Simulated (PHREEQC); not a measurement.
Solution (30 °C): 140 mmol/kgw HF, 28 mmol/kgw CsF and 0.04 mmol/kgw H2SiF6. Closed to the air; pH follows from the charge balance.

The numbers come from PHREEQC with the ion-association model, wateq4f.dat.

| quantity | before | after |
|---|---|---|
| pH | 2.53 | 2.82 |
| ionic strength (mol/kgw) | 0.0314 | 0.0298 |
| HF (mol/kgw) | 0.0916 | 0.0516 |
| F- (mol/kgw) | 0.0229 | 0.0246 |
| H2F2 (mol/kgw) | 0.0184 | 0.00583 |
| HF2- (mol/kgw) | 0.00839 | 0.00508 |
| SI of Quartz (SiO2) | -10.32 | -9.39 |

Q: Which change was made?
A. H2SiF6 from 4e-05 to 4e-06 mol/kgw
B. 0.026 mol/kgw KCl added
C. HF from 0.14 to 0.126 mol/kgw
D. HF from 0.14 to 0.07 mol/kgw
E. diluted 5-fold with water

A: D, HF from 0.14 to 0.07 mol/kgw

This is a speciation only: nothing precipitates in the calculation. wateq4f.dat counts part of the HF as a dimer, H2F2, which phreeqc.dat doesn't know; its constant is uncertain. SiF6-2 is the database's only silicon fluoride.
